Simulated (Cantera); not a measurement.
Cantera run:

```python
import numpy as np
import cantera as ct

gas_names = """
    H HO2 H2 H2O H2O2 O OH O2 O3 Si SiH SiH2 SiH3 SiH4 SiO SiO2 Si2 Si3
""".split()
cond_names = """
    H2O(s) H2O(L) Si(cr) Si(L) SiO2(Lqz) SiO2(hqz) SiO2(L)
""".split()


# ... load() reads the species with a 1 bar reference pressure and builds the phases ...
atoms = {
    'Si': {'Si': 1},
    'H2O': {'H': 2, 'O': 1},
    'H2': {'H': 2},
}
top_T = {}  # K; cautious upper limits of use, not melting points


# ... equilibrate(T, P, feed) seeds the gas with the atoms and calls Mixture.equilibrate('TP', solver="vcs", rtol=1e-11, max_steps=5000) ...
results = []
feed = {'Si': 1, 'H2O': 1.2, 'H2': 910}  # mol
T = 2050  # K
P = 13332.2  # Pa
mix = equilibrate(T, P, feed)
results.append((T, P, feed, dict(zip(mix.species_names, mix.species_moles))))
print(gas.report(threshold=1e-05))
for i in range(1, mix.n_phases):
    print(f"{mix.phase(i).name:16s} {mix.phase_moles(i):12.5e} mol")
```

Result:

```
       temperature   2050 K
          pressure   13332 Pa
           density   0.0016107 kg/m^3
  mean mol. weight   2.0592 kg/kmol
   phase of matter   gas

                          1 kg             1 kmol
                     ---------------   ---------------
          enthalpy        2.7091e+07        5.5786e+07  J
   internal energy        1.8813e+07        3.8741e+07  J
           entropy        1.0021e+05        2.0636e+05  J/K
    Gibbs function       -1.7835e+08       -3.6726e+08  J
 heat capacity c_p             16649             34285  J/K
 heat capacity c_v             12612             25970  J/K

                      mass frac. Y      mole frac. X     chem. pot. / RT
                     ---------------   ---------------   ---------------
                 H         0.0030299         0.0061897           -10.791
                H2           0.97166            0.9925           -21.582
               H2O         0.0019138        0.00021876            -52.21
               SiO          0.023389         0.0010925           -44.474
     [  +14 minor]        5.9829e-06        4.9085e-07

Si(L)             0.00000e+00 mol
SiO2(L)           0.00000e+00 mol
```

These are equilibrium values from Cantera (NASA tables, ideal gas, pure condensed phases), not measurements of a reactor.
